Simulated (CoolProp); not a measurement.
Isopentane along the isobar 3.2 MPa: density (kg/m³) from the reference equation and from simpler models built on Tc = 460.3 K, pc = 3.378 MPa, ω = 0.227; each cubic takes its own stable root.

Values from CoolProp's reference Helmholtz-energy equation of state, Lemmon 2006. It is a short technical equation, of lower accuracy than the large ones.

| T (K) | phase | reference |
|---|---|---|
| 308.2 | liquid | 609.3 |
| 321.9 | liquid | 595.3 |
| 335.6 | liquid | 580.7 |
| 349.3 | liquid | 565.4 |
| 363 | liquid | 549.2 |
| 376.7 | liquid | 531.8 |
| 390.4 | liquid | 512.9 |
| 404.1 | liquid | 492.0 |
| 417.8 | liquid | 468.1 |
| 431.5 | liquid | 439.2 |
| 445.2 | liquid | 400.0 |
| 458.9 | gas | 132.3 |
| 472.6 | gas | 99.83 |
| 486.3 | gas | 87.09 |
| 500 | gas | 78.98 |

How far does each simpler model (Redlich-Kwong, Soave-Redlich-Kwong, Peng-Robinson) lie from the reference over these 15 states: mean and median of the absolute difference, and the worst?


- Redlich-Kwong: mean 10.1 %, median 10.6 %, worst -20.5 % at 445.2 K and 3.2 MPa
- Soave-Redlich-Kwong: mean 8.0 %, median 7.5 %, worst -17.7 % at 445.2 K and 3.2 MPa
- Peng-Robinson: mean 3.4 %, median 3.3 %, worst -7.8 % at 445.2 K and 3.2 MPa
